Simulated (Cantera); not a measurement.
Cantera run:

```python
import numpy as np
import cantera as ct

gas_names = """
    F F2 N NF NF2 NF3 N2 Si SiF SiF2 SiF3 SiF4 SiN Si2 Si2N Si3
""".split()
cond_names = """
    Si(cr) Si(L) Si3N4(a)
""".split()


# ... load() reads the species with a 1 bar reference pressure and builds the phases ...
atoms = {
    'SiF4': {'Si': 1, 'F': 4},
    'N2': {'N': 2},
}
top_T = {'Si3N4(a)': 2400}  # K; cautious upper limits of use, not melting points


# ... equilibrate(T, P, feed) seeds the gas with the atoms and calls Mixture.equilibrate('TP', solver="vcs", rtol=1e-11, max_steps=5000) ...
results = []
feed = {'SiF4': 1, 'N2': 0.8}  # mol
T = 1523  # K
P = 340  # Pa
mix = equilibrate(T, P, feed)
results.append((T, P, feed, dict(zip(mix.species_names, mix.species_moles))))
print(gas.report(threshold=0.0001))
for i in range(1, mix.n_phases):
    print(f"{mix.phase(i).name:16s} {mix.phase_moles(i):12.5e} mol")
```

It prints:

```
       temperature   1523 K
          pressure   340 Pa
           density   0.0018868 kg/m^3
  mean mol. weight   70.272 kg/kmol
   phase of matter   gas

                          1 kg             1 kmol
                     ---------------   ---------------
          enthalpy       -1.1572e+07       -8.1318e+08  J
   internal energy       -1.1752e+07       -8.2584e+08  J
           entropy            5733.7        4.0292e+05  J/K
    Gibbs function       -2.0304e+07       -1.4268e+09  J
 heat capacity c_p            1053.6             74042  J/K
 heat capacity c_v            935.33             65727  J/K

                      mass frac. Y      mole frac. X     chem. pot. / RT
                     ---------------   ---------------   ---------------
                N2           0.17718           0.44444           -32.554
              SiF4           0.82281           0.55554           -176.78
     [  +14 minor]        1.0823e-05        1.4615e-05

Si(cr)            0.00000e+00 mol
Si3N4(a)          0.00000e+00 mol
```

Cantera equilibrium calculation (NASA polynomials, part measured and part estimated; ideal gas, pure solids and liquids).
